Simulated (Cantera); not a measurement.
Transport properties of process gases

Gas mixture: 59.4 % C2H4, 40.6 % C3H8, at 73.5 Torr, frozen composition.

Cantera's kinetic-theory transport with the Lennard-Jones parameters of GRI-Mech 3.0, ideal gas; thermal conductivity in the mixture-averaged form. The composition is frozen, though it would react at the higher temperatures.

| T (K) | ρ (kg/m³) | cp (J/kg/K) | μ (µPa s) | λ (mW/m/K) | Pr | D (cm²/s) OH | D (cm²/s) NO | D (cm²/s) NH3 |
|---|---|---|---|---|---|---|---|---|
| 400 | 0.102 | 2010 | 12.1 | 32.4 | 0.753 | 3.65 | 2.37 | 2.48 |
| 600 | 0.0679 | 2730 | 17.3 | 62.5 | 0.758 | 7.43 | 4.86 | 5.42 |
| 800 | 0.0509 | 3260 | 21.8 | 93.8 | 0.758 | 12.2 | 7.99 | 9.25 |
| 1000 | 0.0407 | 3668 | 25.8 | 124 | 0.760 | 17.7 | 11.7 | 13.8 |
| 1200 | 0.0339 | 3957 | 29.4 | 154 | 0.757 | 24.1 | 15.9 | 19.1 |
| 1400 | 0.0291 | 4192 | 32.7 | 182 | 0.756 | 31.2 | 20.5 | 25.0 |
| 1600 | 0.0255 | 4380 | 35.9 | 208 | 0.755 | 39.0 | 25.7 | 31.5 |
| 1800 | 0.0226 | 4529 | 38.8 | 233 | 0.755 | 47.4 | 31.2 | 38.5 |
| 2000 | 0.0204 | 4647 | 41.7 | 257 | 0.754 | 56.5 | 37.2 | 46.0 |
D: mixture-averaged diffusion coefficient of that species in the mixture.
